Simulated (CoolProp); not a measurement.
A single-stage vapour-compression cycle with the fluid: evaporating at 214.15 K (dew point), condensing at 268.15 K (bubble point), superheat 5 K, subcooling 5 K, compressor efficiency 0.9, no pressure losses. The same conditions are run with several fluids, on thermodynamics alone (safety and materials aside).

Values from CoolProp's reference Helmholtz-energy equation of state of each fluid (R410A: Lemmon 2003; carbonyl sulfide: Lemmon 2006; propane: Lemmon 2009; nitrous oxide: Lemmon 2006; hydrogen sulfide: Lemmon 2006; R22: Kamei 1995). Blends and air are pseudo-pure fits.

Problem. Rank R410A, carbonyl sulfide, propane, nitrous oxide, hydrogen sulfide, R22 by cooling COP, highest first.

Solution. propane (2.98), R22 (2.94), carbonyl sulfide (2.91), R410A (2.89), hydrogen sulfide (2.82), nitrous oxide (2.64)

```json
[
 {"fluid": "R410A", "pressure ratio": "10.1", "discharge temperature (K)": "323.6", "refrigerating effect (kJ/kg)": "214", "volumetric capacity (kJ/m³)": "595"},
 {"fluid": "carbonyl sulfide", "pressure ratio": "8.47", "discharge temperature (K)": "355.3", "refrigerating effect (kJ/kg)": "259", "volumetric capacity (kJ/m³)": "574"},
 {"fluid": "propane", "pressure ratio": "9.02", "discharge temperature (K)": "300.7", "refrigerating effect (kJ/kg)": "337", "volumetric capacity (kJ/m³)": "374"},
 {"fluid": "nitrous oxide", "pressure ratio": "6.11", "discharge temperature (K)": "343.9", "refrigerating effect (kJ/kg)": "250", "volumetric capacity (kJ/m³)": "2910"},
 {"fluid": "hydrogen sulfide", "pressure ratio": "8.22", "discharge temperature (K)": "383.4", "refrigerating effect (kJ/kg)": "451", "volumetric capacity (kJ/m³)": "933"},
 {"fluid": "R22", "pressure ratio": "10.6", "discharge temperature (K)": "330.5", "refrigerating effect (kJ/kg)": "193", "volumetric capacity (kJ/m³)": "371"}
]
```
